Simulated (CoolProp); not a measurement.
Saturation properties of carbon dioxide.

The numbers come from the reference Helmholtz-energy equation of state, Span 1996 in CoolProp.

```json
[
 {"T (K)": "229.2", "p (kPa)": "866.1", "liquid cp (kJ/(kg K))": "1.994", "vapour Z": "0.8855", "surface tension (mN/m)": "13.6"},
 {"T (K)": "233.9", "p (kPa)": "1033", "liquid cp (kJ/(kg K))": "2.015", "vapour Z": "0.8706", "surface tension (mN/m)": "12.5"},
 {"T (K)": "238.6", "p (kPa)": "1222", "liquid cp (kJ/(kg K))": "2.042", "vapour Z": "0.8545", "surface tension (mN/m)": "11.5"},
 {"T (K)": "243.2", "p (kPa)": "1430", "liquid cp (kJ/(kg K))": "2.073", "vapour Z": "0.8376", "surface tension (mN/m)": "10.5"},
 {"T (K)": "247.9", "p (kPa)": "1669", "liquid cp (kJ/(kg K))": "2.112", "vapour Z": "0.8190", "surface tension (mN/m)": "9.47"},
 {"T (K)": "252.6", "p (kPa)": "1936", "liquid cp (kJ/(kg K))": "2.159", "vapour Z": "0.7990", "surface tension (mN/m)": "8.49"},
 {"T (K)": "257.3", "p (kPa)": "2234", "liquid cp (kJ/(kg K))": "2.217", "vapour Z": "0.7775", "surface tension (mN/m)": "7.53"},
 {"T (K)": "262", "p (kPa)": "2563", "liquid cp (kJ/(kg K))": "2.287", "vapour Z": "0.7544", "surface tension (mN/m)": "6.59"},
 {"T (K)": "266.7", "p (kPa)": "2926", "liquid cp (kJ/(kg K))": "2.376", "vapour Z": "0.7294", "surface tension (mN/m)": "5.68"},
 {"T (K)": "271.3", "p (kPa)": "3318", "liquid cp (kJ/(kg K))": "2.488", "vapour Z": "0.7029", "surface tension (mN/m)": "4.82"},
 {"T (K)": "276", "p (kPa)": "3755", "liquid cp (kJ/(kg K))": "2.640", "vapour Z": "0.6734", "surface tension (mN/m)": "3.97"},
 {"T (K)": "280.7", "p (kPa)": "4235", "liquid cp (kJ/(kg K))": "2.851", "vapour Z": "0.6410", "surface tension (mN/m)": "3.16"}
]
```

Surface tension comes from a separate correlation (Mulero 2012).
